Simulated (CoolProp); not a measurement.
Vapour-liquid equilibrium of ethylbenzene (1) + p-xylene (2) at 28.65 °C; x and y are mole fractions of (1).

Model: multi-fluid Helmholtz-energy mixture model, Zhou 2012 and Zhou 2012; pair parameters Bell 2016, in CoolProp.

```
x     bubble pressure, mixture model (bar)  bubble pressure, Raoult's law (bar)  y, mixture model  y, Raoult's law
----  ------------------------------------  -----------------------------------  ----------------  ---------------
0.05                               0.01458                              0.01454             0.056            0.054
0.15                               0.01475                              0.01467             0.164            0.161
0.25                               0.01491                              0.01479             0.268            0.266
0.35                               0.01504                              0.01491             0.370            0.369
0.45                               0.01516                              0.01504             0.469            0.470
0.55                               0.01527                              0.01516             0.567            0.570
0.65                               0.01538                              0.01528             0.665            0.668
0.75                               0.01547                              0.01541             0.762            0.765
0.85                               0.01557                              0.01553             0.858            0.860
0.95                               0.01566                              0.01565             0.953            0.954
```

The largest gap from Raoult's law is +0.9 % in bubble pressure, at x = 0.35. No azeotrope shows between x = 0.05 and 0.95.

The pair parameters rest on a limited set of measurements; away from them the model extrapolates.
